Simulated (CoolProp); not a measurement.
Model: reference Helmholtz-energy equation of state, Beckmüller 2019, in CoolProp.

Question: Give the vapour pressure (kPa), liquid viscosity (µPa s), vapour viscosity (µPa s) of saturated n-octane at 64.35, 77.55 °C.

Answer: 
```json
[
 {"T (°C)": "64.35", "p (kPa)": "12.6", "liquid viscosity (µPa s)": "336", "vapour viscosity (µPa s)": "6.44"},
 {"T (°C)": "77.55", "p (kPa)": "21.3", "liquid viscosity (µPa s)": "298", "vapour viscosity (µPa s)": "6.68"}
]
```

Viscosity comes from a separate model (Huber 2004).
